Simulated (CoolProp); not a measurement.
Vapour pressure (MPa) of methane: the reference equation beside estimates from Tc = 190.6 K, pc = 4.599 MPa, ω = 0.011.

Computed with CoolProp (reference Helmholtz-energy equation of state, Setzmann 1991).

| T (K) | reference | Lee-Kesler | Redlich-Kwong | Soave-Redlich-Kwong | Peng-Robinson |
|---|---|---|---|---|---|
| 149.2 | 1.003 | 1.005 | 0.9684 | 1.013 | 1.010 |
| 152.6 | 1.168 | 1.170 | 1.139 | 1.181 | 1.176 |
| 156 | 1.351 | 1.353 | 1.329 | 1.369 | 1.361 |
| 159.4 | 1.554 | 1.556 | 1.540 | 1.576 | 1.566 |
| 162.7 | 1.771 | 1.772 | 1.766 | 1.797 | 1.786 |
| 166.1 | 2.017 | 2.018 | 2.020 | 2.047 | 2.034 |
| 169.5 | 2.287 | 2.286 | 2.298 | 2.320 | 2.306 |
| 172.9 | 2.581 | 2.581 | 2.601 | 2.618 | 2.603 |
| 176.3 | 2.903 | 2.902 | 2.929 | 2.941 | 2.926 |
| 179.7 | 3.253 | 3.252 | 3.283 | 3.291 | 3.277 |
| 183.1 | 3.634 | 3.635 | 3.664 | 3.668 | 3.657 |

Absolute difference from the reference over all 11 rows, mean and median: Lee-Kesler 0.1 and 0.0 %, Redlich-Kwong 1.2 and 0.9 %, Soave-Redlich-Kwong 1.3 and 1.3 %, Peng-Robinson 0.8 and 0.8 %.
